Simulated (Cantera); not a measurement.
**Oxide etching and cleaning by halides: SiO2 + NF3 + H2**

Charge: 1 mol SiO2, a varied amount of NF3, 2.2 mol H2, equilibrated at 1427 °C and 7.50 Torr.

Equilibrium computed with Cantera from the NASA thermochemical tables; the gas is ideal and each condensed phase is pure. Candidate condensed phases: H2O, Si, SiO2, Si2N2O, Si3N4; 58 gas species. The tables' values for SiF3 are old estimates; treat these amounts as uncertain. The tables hold silica as quartz up to 1696 K and as liquid above; real silica turns to tridymite and cristobalite and melts near 1996 K. Rates play no part.

```tsv
n(NF3) (mol)	log p HF	log p F	log p H2	log p N2	log p SiF4	log p O2	log p H2O	n SiO2(condensed)
0.8	-2.24	-8.80	-2.57	-2.97	-3.76	-11.14	-3.45	0.933
1.1	-2.17	-8.56	-2.90	-2.89	-3.66	-10.30	-3.35	0.904
1.4	-2.12	-8.11	-3.69	-2.84	-3.59	-8.59	-3.29	0.874
1.8	-2.15	-6.72	-6.54	-2.80	-3.23	-3.36	-3.53	0.664
2.4	-2.22	-6.56	-7.00	-2.76	-2.96	-3.00	-3.80	0.245
3.1	-2.30	-2.99	<-14	-2.76	-2.95	-2.95	-11.08	0
4	-2.44	-2.52	<-14	-2.78	-3.08	-3.08	-12.35	0
5.3	-2.58	-2.34	<-14	-2.80	-3.22	-3.22	-13.06	0
6.9	-2.70	-2.26	<-14	-2.81	-3.35	-3.35	-13.55	0
9.1	-2.83	-2.20	<-14	-2.82	-3.47	-3.48	-13.99	0
```
log p: log10 of the partial pressure in bar; n: condensed amount in mol.

From 0.8 mol NF3 to 2.4 mol NF3 the condensed part is SiO2(condensed). From 3.1 mol NF3 to 9.1 mol NF3 nothing is condensed. The main Si-bearing gas is SiF4 throughout.
